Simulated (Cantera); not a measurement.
An isothermal, constant-pressure homogeneous reactor starts with H2 : O2 : N2 = 0.084 : 1 : 0.81 (molar parts), equivalence ratio 0.042, at 1400 K and 790 Pa.

Cantera simulation using the H2/O2 subset of GRI-Mech 3.0, which has no nitrogen chemistry; the numbers are that mechanism's predictions, not measurements. Radical loss at walls, strong at low pressure, is not modelled. The temperature is held fixed by assumption; the heat of reaction is taken as removed at once.

x: mole fraction; the columns are a selection and need not sum to one.

| t (s) | x H2 | x O2 | x H2O | x H | x O | x HO2 | x H2O2 |
|---|---|---|---|---|---|---|---|
| 4.00e-6 | 0.0444 | 0.528 | <1e-12 | 1.26e-9 | 4.09e-11 | 1.30e-9 | <1e-12 |
| 1.87e-5 | 0.0444 | 0.528 | 5.50e-11 | 5.31e-9 | 8.15e-10 | 6.07e-9 | <1e-12 |
| 8.75e-5 | 0.0444 | 0.528 | 4.22e-9 | 1.94e-8 | 1.32e-8 | 2.84e-8 | 1.18e-11 |
| 0.000409 | 0.0444 | 0.528 | 3.07e-7 | 1.71e-7 | 2.70e-7 | 1.32e-7 | 2.44e-10 |
| 0.00191 | 0.0418 | 0.526 | 0.00179 | 0.000655 | 0.00114 | 6.59e-7 | (withheld) |
| 0.00894 | 0.00107 | 0.492 | 0.0374 | 0.00700 | 0.0293 | 7.67e-7 | 2.48e-8 |
| 0.0418 | 0.000974 | 0.495 | 0.0382 | 0.00600 | 0.0264 | 7.52e-7 | 2.46e-8 |
| 0.196 | 0.000648 | 0.503 | 0.0407 | 0.00307 | 0.0167 | 6.71e-7 | 2.28e-8 |
| 0.915 | 0.000155 | 0.514 | 0.0440 | 0.000336 | 0.00378 | 3.60e-7 | (withheld) |
| 4.28 | 1.25e-5 | 0.517 | 0.0451 | 7.60e-6 | 0.000301 | 6.93e-8 | (withheld) |
| 20.0 | 1.11e-6 | 0.517 | 0.0453 | 1.99e-7 | 2.64e-5 | 2.61e-8 | 6.95e-10 |

Task: Some entries are withheld; supply them.

Result: 
- 0.00191, x H2O2: 4.20e-9
- 0.915, x H2O2: 1.37e-8
- 4.28, x H2O2: 3.60e-9
